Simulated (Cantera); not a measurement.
Charge: 1 mol CS₂, 0.0046 mol SO₂, 3.1 mol H₂, 1.3 mol O₂, held at 377 °C and 34.0 bar.

Cantera equilibrium calculation (NASA polynomials, part measured and part estimated; ideal gas, pure solids and liquids). Candidate condensed phases: C, C₆H₆, C₇H₈, C₈H₁₈, H₂O, H₂SO₄, S; 123 gas species. The ideal-gas law is rough above about 30 bar. Rates play no part.

Base state: H₂S 0.517, CO₂ 0.227, H₂O 0.219, CH₄ 0.0298, H₂ 0.00598, COS 0.00125, CO 0.000398 (mole fractions); condensed: gas only.

Task: What changes in the equilibrium state with this change: pressure from 34.0 bar to 2.20 mbar?

Result: 
| species | before | after |
|---|---|---|
| H₂S | 0.517 | 0.487 |
| CO₂ | 0.227 | 0.232 |
| H₂O | 0.219 | 0.160 |
| H₂ | 0.00598 | 0.108 |
| CH₄ | 0.0298 | 2.57e-5 |
| CO | 0.000398 | 0.0101 |
| COS | 0.00125 | 0.00165 |
